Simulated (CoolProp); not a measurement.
Properties of fluoroethane (R161) along the isotherm 12.35 °C.

Values from CoolProp's reference Helmholtz-energy equation of state, Wu 2012.

```
p (bar)   phase  density (kg/m³)  Joule-Thomson coefficient (K/MPa)  isothermal compressibility (1/MPa)  fugacity coefficient
-------  ------  ---------------  ---------------------------------  ----------------------------------  --------------------
4.55        gas            10.09                              26.35                               2.427                0.9206
9.09     liquid            737.2                            -0.1521                            0.003511                0.6332
13.6     liquid            738.4                            -0.1587                            0.003440                0.4285
18.2     liquid            739.6                            -0.1651                            0.003370                0.3242
22.7     liquid            740.7                            -0.1712                            0.003306                0.2632
27.3     liquid              ___                            -0.1772                            0.003242                   ___
31.8     liquid              ___                            -0.1828                            0.003183                0.1926
36.4     liquid              ___                            -0.1883                            0.003126                0.1704
40.9     liquid            745.0                            -0.1935                            0.003071                0.1535
45.5     liquid            746.0                            -0.1987                                 ___                0.1397
50       liquid              ___                            -0.2036                            0.002968                0.1287
```

Question: Complete the blanks.

Answer: 
- 27.3, density (kg/m³): 741.8
- 27.3, fugacity coefficient: 0.2216
- 31.8, density (kg/m³): 742.9
- 36.4, density (kg/m³): 743.9
- 45.5, isothermal compressibility (1/MPa): 0.003018
- 50, density (kg/m³): 747.0
